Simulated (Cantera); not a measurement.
What does this Cantera script print?

```python
import numpy as np
import cantera as ct

gas = ct.Solution("gri30.yaml", transport_model="multicomponent")
show = ['OH', 'H', 'NH3']

rows = []
print(f"{'T/K':>7s}{'rho':>11s}{'cp':>10s}{'mu':>11s}{'lambda':>11s}{'Pr':>7s}" + "".join(f"{'D_' + s:>11s}" for s in show))
for T in [400, 650, 900, 1150, 1400, 1650, 1900, 2150, 2400]:
    gas.TPX = T, 2666, {'N2O': 0.64, 'NO': 0.69}
    Pr = gas.cp_mass * gas.viscosity / gas.thermal_conductivity
    D = [gas.mix_diff_coeffs_mole[gas.species_index(s)] for s in show]
    rows.append([gas.density, gas.cp_mass, gas.viscosity, gas.thermal_conductivity, Pr, *D])
    print(f"{T:7g}{gas.density:11.4e}{gas.cp_mass:10.1f}{gas.viscosity:11.4e}"
          f"{gas.thermal_conductivity:11.4e}{Pr:7.3f}" + "".join(f"{d:11.4e}" for d in D))
print("SI units: kg/m3, J/kg/K, Pa s, W/m/K, m2/s")
```

Result:

```
    T/K        rho        cp         mu     lambda     Pr       D_OH        D_H      D_NH3
    400 2.9456e-02     982.3 2.1114e-05 2.8728e-02  0.722 1.7470e-03 6.9705e-03 1.2337e-03
    650 1.8127e-02    1096.1 3.0622e-05 4.6160e-02  0.727 4.0237e-03 1.6333e-02 3.0538e-03
    900 1.3092e-02    1178.9 3.8573e-05 6.2450e-02  0.728 6.9643e-03 2.8471e-02 5.4664e-03
   1150 1.0246e-02    1229.2 4.5602e-05 7.7013e-02  0.728 1.0492e-02 4.3044e-02 8.3853e-03
   1400 8.4161e-03    1265.1 5.2010e-05 9.0462e-02  0.727 1.4559e-02 5.9839e-02 1.1757e-02
   1650 7.1409e-03    1292.7 5.7967e-05 1.0310e-01  0.727 1.9127e-02 7.8704e-02 1.5547e-02
   1900 6.2013e-03    1313.8 6.3578e-05 1.1501e-01  0.726 2.4171e-02 9.9524e-02 1.9729e-02
   2150 5.4802e-03    1329.5 6.8915e-05 1.2624e-01  0.726 2.9667e-02 1.2221e-01 2.4286e-02
   2400 4.9094e-03    1341.1 7.4026e-05 1.3689e-01  0.725 3.5598e-02 1.4668e-01 2.9203e-02
SI units: kg/m3, J/kg/K, Pa s, W/m/K, m2/s
```

Detailed kinetics in Cantera: GRI-Mech 3.0 (53 species, 325 reactions). The composition is frozen, though it would react at the higher temperatures.
